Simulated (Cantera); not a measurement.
**Ignition delay**

Mixture: 24.2 % CO, 1.04 % H2, 1.91 % CH4, 8.65 % O2, 57.0 % N2, 7.25 % CO2, equivalence ratio 1.9, at 5.00 bar, adiabatic and at constant volume. Ignition delay is the time to a rise of 400 K.

Detailed kinetics in Cantera: GRI-Mech 3.0 (53 species, 325 reactions).

```
T0 (K)  delay (ms)
------  ----------
1025          3.79
1125          1.00
1225         0.413
1325         0.196
1425        0.0998
1525        0.0551
1625        0.0332
```

The apparent activation energy between 1425 and 1625 K is 110 kJ/mol.
